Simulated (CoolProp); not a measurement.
R236FA at 372.31 K and 4.16 MPa flows at 0.45 m/s in a round tube of 50 mm bore and 0.25 µm roughness, fully developed (64/Re and Nu = 3.66 if laminar; Colebrook and Gnielinski if turbulent). Each further row changes one setting.

The numbers come from the reference Helmholtz-energy equation of state, Pan 2012 in CoolProp.

```tsv
case	Reynolds number	Darcy friction factor	pressure drop (Pa/m)	heat-transfer coefficient (W/(m² K))	mass flow (kg/h)
as stated	196000	0.0157	34.5	835	3440
velocity 0.9 m/s	393000	0.0138	121	1510	6890
diameter 100 mm	393000	0.0138	15.1	753	13800
```

Viscosity comes from a separate model (Huber 2003), an estimate that may be off by 10 % or more. Thermal conductivity comes from a separate model (Huber 2003), an estimate that may be off by 10 % or more.
